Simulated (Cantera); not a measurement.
Cantera with NASA thermochemical tables; ideal gases at 1 bar, condensed phases pure. Values are per mole of reaction as written; species without (g) are pure solids or liquids, kept so even where they would boil at 1 bar.

B + 3 HF(g) + 3 Cl(g) = BF₃(g) + 3 HCl(g), with ΔH° = -958.9 kJ and ΔS° = -207.8 J/K at 300 K.

How far is the shortcut ΔG° ≈ ΔH°(300 K) − T·ΔS°(300 K) from the full temperature-dependent value at 2323, 2423, 2523, 2623, 2723, 2823 K?


```tsv
T (K)	shortcut (kJ)	full (kJ)	difference (kJ)	difference in log10 K	condensed phases
2323	-476.1	-425.1	-50.9	1.15	B(s)
2423	-455.3	-399.5	-55.8	1.20	B(l)
2523	-434.5	-373.3	-61.2	1.27	B(l)
2623	-413.7	-347.0	-66.7	1.33	B(l)
2723	-392.9	-320.7	-72.2	1.38	B(l)
2823	-372.1	-294.4	-77.7	1.44	B(l)
```
The shortcut ignores heat capacities and the phase changes listed.
